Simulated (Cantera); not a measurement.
Input: 1 mol Zr, 13 mol H₂O, 14 mol H₂, held at 0.100 bar.

These are equilibrium values from Cantera (NASA tables, ideal gas, pure condensed phases), not measurements of a reactor. Candidate condensed phases: H₂O, Zr, ZrO₂; 12 gas species. Kinetics and transport are ignored.

Question: At 1427 °C, list the 4 most abundant gas species with their mole fractions, and the condensed phases.

Answer: H₂ 0.592, H₂O 0.407, H 0.000359, OH 1.27e-5. Condensed: ZrO₂(tetragonal).
